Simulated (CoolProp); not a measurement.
Saturation properties of hydrogen chloride.

Values from CoolProp's reference Helmholtz-energy equation of state, Thol 2018.

```
T (K)  p (bar)  liquid density (kg/m³)  enthalpy of vaporisation (kJ/kg)  liquid cp (kJ/(kg K))  vapour Z
-----  -------  ----------------------  --------------------------------  ---------------------  --------
207.8    2.752                    1135                             421.4                  1.680    0.9421
213.5    3.543                    1120                             414.2                  1.690    0.9316
219.2    4.498                    1104                             406.8                  1.702    0.9199
224.9    5.638                    1088                             398.9                  1.717    0.9072
230.6    6.984                    1072                             390.7                  1.735    0.8933
236.3    8.557                    1055                             382.0                  1.756    0.8781
242      10.38                    1037                             372.9                  1.781    0.8617
247.6    12.44                    1019                             363.4                  1.810    0.8443
253.3    14.84                    1000                             353.1                  1.844    0.8252
259      17.56                   980.8                             342.2                  1.886    0.8046
264.7    20.63                   960.2                             330.5                  1.936    0.7823
```

It boils at 188.2 K under 1 atm.
